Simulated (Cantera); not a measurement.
A Cantera script and what it prints.

```python
import numpy as np
import cantera as ct

gas_names = """
    H HNO HNO2 HNO3 HO2 H2 H2O H2O2 N NH NH2 NH3 NH2OH NO NO2 NO3 N2 N2H2 N2H4 N2O O OH O2 O3 V VN VO
    VO2
""".split()
cond_names = """
    H2O(s) H2O(L) V(cr) V(L) VN(s) VO(s) VO(L) V2O3(s) V2O3(L) V2O4(I) V2O4(II) V2O4(L) V2O5(s) V2O5(L)
""".split()


def load(file, names, dense=False):
    # The tables refer to 1 bar. Condensed volumes are neglected.
    table = {s.name: s for s in ct.Species.list_from_file(file)}
    out = []
    for n in names:
        d = dict(table[n].input_data)
        d["thermo"] = dict(d["thermo"], **{"reference-pressure": 1e5})
        if dense:
            d["equation-of-state"] = {"model": "constant-volume", "density": "1e6 g/cm^3"}
        out.append(ct.Species.from_dict(d))
    return out


gas = ct.Solution(thermo="ideal-gas", species=load("nasa_gas.yaml", gas_names))
cond = {s.name: ct.Solution(thermo="fixed-stoichiometry", species=[s], name=s.name)
        for s in load("nasa_condensed.yaml", cond_names, dense=True)}
atoms = {
    'V': {'V': 1},
    'H2O': {'H': 2, 'O': 1},
    'N2': {'N': 2},
}
top_T = {'VN(s)': 2300}  # K; cautious upper limits of use, not melting points


def equilibrate(T, P, feed):
    n = {}
    for name, mol in feed.items():
        for a, k in atoms[name].items():
            n[a] = n.get(a, 0.0) + k * mol
    gas.TPX = T, P, n
    mass = sum(n.values()) * gas.mean_molecular_weight
    gas.equilibrate("TP")
    valid = [c for c in cond.values() if c.min_temp <= T <= top_T.get(c.name, c.max_temp)]
    mix = ct.Mixture([(gas, mass / gas.mean_molecular_weight)] + [(c, 0.0) for c in valid])
    mix.T, mix.P = T, P
    mix.equilibrate("TP", solver="vcs", rtol=1e-11, max_steps=5000)
    return mix


results = []
feed = {'V': 1, 'H2O': 0.51, 'N2': 0.37}  # mol
T = 1598  # K
P = 5.8  # Pa
mix = equilibrate(T, P, feed)
results.append((T, P, feed, dict(zip(mix.species_names, mix.species_moles))))
x = sorted(zip(gas.X, gas.species_names), reverse=True)
print(f"T = {T:g} K  P = {P:g} Pa  gas = {mix.phase_moles(0):.4g} mol")
print("   x: " + "  ".join(f"{s} {v:.3e}" for v, s in x if v > 1e-06))
print("   condensed (mol): " + ("  ".join(f"{mix.phase(i).name} {mix.phase_moles(i):.4g}"
      for i in range(1, mix.n_phases) if mix.phase_moles(i) > 1e-12) or "none"))
```

It prints:

```
T = 1598 K  P = 5.8 Pa  gas = 0.637 mol
   x: H2 7.975e-01  N2 1.962e-01  H 6.241e-03  H2O 4.106e-05  VO 1.243e-05  V 1.057e-05
   condensed (mol): VN(s) 0.49  VO(s) 0.51
```

Method: chemical equilibrium by Gibbs-energy minimisation in Cantera with the NASA 1993 tables (ideal gas, pure condensed phases). Mutual solubility and eutectic melting of coexisting phases are not modelled. VN, VO: taken at fixed stoichiometry. Condensed phases not in the tables: solid solutions among these carbides, nitrides and lower oxides, V2N.
